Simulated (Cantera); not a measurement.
Input: 1 mol SiH₂Cl₂, 0.65 mol Cl₂, 690 mol H₂, held at 0.100 bar.

Cantera equilibrium calculation (NASA polynomials, part measured and part estimated; ideal gas, pure solids and liquids). Candidate condensed phases: Si; 19 gas species. Rates play no part. All values below are at 1423 K.

Base state: H₂ 0.995, HCl 0.00463, SiCl₂ 6.49e-5, H 2.10e-5 (mole fractions); condensed: Si(s).

Q: What changes in the equilibrium state with this change: SiH₂Cl₂ replaced by Si₂Cl₆?

A: 
```tsv
species	before	after
H₂	0.995	0.990
HCl	0.00463	0.00990
SiCl₂	6.49e-5	0.000299
H	2.10e-5	2.09e-5
Si(s), mol	0.954	1.79
```
The feed counts by its element totals alone.
